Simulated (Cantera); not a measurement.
An adiabatic, constant-pressure homogeneous reactor starts with CO : H2 : CH4 : O2 : N2 : H2O = 1 : 0.11 : 0.12 : 1.47 : 5.54 : 1.7 (molar parts), at 1550 K and 2.86 atm.

Model: GRI-Mech 3.0 (53 species, 325 reactions), integrated in Cantera.

Task: Predict: time of steepest temperature rise; temperature at 2.00 s; equilibrium temperature; x(CO) at 2.00 s; x(H2) at 2.00 s; x(H) at 2.00 s.

Result: 
| Property | Value |
|---|---|
| time of steepest temperature rise | 32.0 µs |
| temperature at 2.00 s | 2437 K |
| equilibrium temperature | 2437 K |
| x(CO) at 2.00 s | 0.00665 (gas-phase equilibrium 0.00665) |
| x(H2) at 2.00 s | 0.00207 (gas-phase equilibrium 0.00207) |
| x(H) at 2.00 s | 0.000510 (gas-phase equilibrium 0.000510) |
